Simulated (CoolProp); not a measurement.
Vapour-liquid equilibrium of R134a (1) + R142b (2) at -61.25 °C; x and y are mole fractions of (1).

The numbers come from the multi-fluid Helmholtz-energy mixture model, Tillner-Roth 1994 and Lemmon 2006; pair parameters Bell 2016 in CoolProp.

| x | bubble pressure (bar) | y at the bubble point | dew pressure at overall composition x (bar) | liquid density (mol/L) |
|---|---|---|---|---|
| 0.05 | 0.07167 | 0.130 | 0.06780 | 13.05 |
| 0.2 | 0.08848 | 0.401 | 0.07542 | 13.25 |
| 0.35 | 0.1030 | 0.573 | 0.08479 | 13.45 |
| 0.5 | 0.1155 | 0.696 | 0.09641 | 13.67 |
| 0.65 | 0.1262 | 0.793 | 0.1106 | 13.90 |
| 0.8 | 0.1356 | 0.880 | 0.1270 | 14.14 |
| 0.95 | 0.1440 | 0.968 | 0.1424 | 14.39 |

No azeotrope shows between x = 0.05 and 0.95.

The pair parameters rest on a limited set of measurements; away from them the model extrapolates.
